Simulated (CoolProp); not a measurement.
The fluid at 295 K and 18.9 MPa (stagnation) flows isentropically through a choked orifice. The same conditions are run with several fluids, on thermodynamics alone (safety and materials aside).

Computed with CoolProp (reference Helmholtz-energy equation of state of each fluid (fluorine: de Reuck 1990; CF4 (R14): Platzer 1990; methane: Setzmann 1991; nitrogen: Span 2000)). The equations of Platzer and Polt are older, rougher fits.

```json
[
 {"fluid": "fluorine", "throat to inlet pressure ratio": "0.508", "mass flux (kg/(m² s))": "53900", "throat temperature (K)": "243.8"},
 {"fluid": "CF4 (R14)", "throat to inlet pressure ratio": "0.453", "mass flux (kg/(m² s))": "106000", "throat temperature (K)": "265.7"},
 {"fluid": "methane", "throat to inlet pressure ratio": "0.493", "mass flux (kg/(m² s))": "40200", "throat temperature (K)": "248.4"},
 {"fluid": "nitrogen", "throat to inlet pressure ratio": "0.489", "mass flux (kg/(m² s))": "46200", "throat temperature (K)": "239.2"}
]
```
